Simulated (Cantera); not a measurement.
Feed: 1 mol CH3SiH3, 0.022 mol C3H8, 16 mol H2, at 2248.15 K.

Cantera equilibrium calculation (NASA polynomials, part measured and part estimated; ideal gas, pure solids and liquids). Candidate condensed phases: C, C6H6, C7H8, C8H18, Si, SiC; 87 gas species. The feed counts by its element totals alone. Gases not in the tables: Si2H6 and higher silanes. Rates play no part.

Question: What share of the Si ends up in condensed phases as a function of P (Pa), at 100, 220, 460, 1000, 2200, 4600, 10000, 22000, 46000, 100000?

Answer: 
```tsv
P (Pa)	Si condensed (%)	as
100	0.0	-
220	10.3	SiC(s)
460	58.6	SiC(s)
1000	81.3	SiC(s)
2200	91.4	SiC(s)
4600	95.5	SiC(s)
10000	97.6	SiC(s)
22000	98.7	SiC(s)
46000	99.3	SiC(s)
100000	99.6	SiC(s)
```
